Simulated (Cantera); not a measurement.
Cantera run:

```python
import numpy as np
import cantera as ct

gas_names = [...]  # 113 gases of nasa_gas.yaml made of C, F, H, Si
cond_names = """
    C(gr) C6H6(L) C7H8(L) C8H18(L),n-octa Si(cr) Si(L) SiC(b)
""".split()


# ... load() reads the species with a 1 bar reference pressure and builds the phases ...
atoms = {
    'SiF4': {'Si': 1, 'F': 4},
    'C2H4': {'C': 2, 'H': 4},
    'H2': {'H': 2},
}
top_T = {'C(gr)': 4500, 'SiC(b)': 3050}  # K; cautious upper limits of use, not melting points


# ... equilibrate(T, P, feed) seeds the gas with the atoms and calls Mixture.equilibrate('TP', solver="vcs", rtol=1e-11, max_steps=5000) ...
results = []
feed = {'SiF4': 1, 'C2H4': 0.0053, 'H2': 49}  # mol
T = 1273  # K
P = 100000  # Pa
mix = equilibrate(T, P, feed)
results.append((T, P, feed, dict(zip(mix.species_names, mix.species_moles))))
x = sorted(zip(gas.X, gas.species_names), reverse=True)
print(f"T = {T:g} K  P = {P:g} Pa  gas = {mix.phase_moles(0):.4g} mol")
print("   x: " + "  ".join(f"{s} {v:.3e}" for v, s in x if v > 1e-05))
print("   condensed (mol): " + ("  ".join(f"{mix.phase(i).name} {mix.phase_moles(i):.4g}"
      for i in range(1, mix.n_phases) if mix.phase_moles(i) > 1e-12) or "none"))
```

It prints:

```
T = 1273 K  P = 100000 Pa  gas = 50 mol
   x: H2 9.785e-01  SiF4 1.878e-02  HF 1.247e-03  SiHF3 1.054e-03  CH4 2.120e-04  SiF3 1.344e-04  SiH2F2 2.841e-05
   condensed (mol): none
```

These are equilibrium values from Cantera (NASA tables, ideal gas, pure condensed phases), not measurements of a reactor. The tables' values for SiF3 are old estimates; treat these amounts as uncertain.
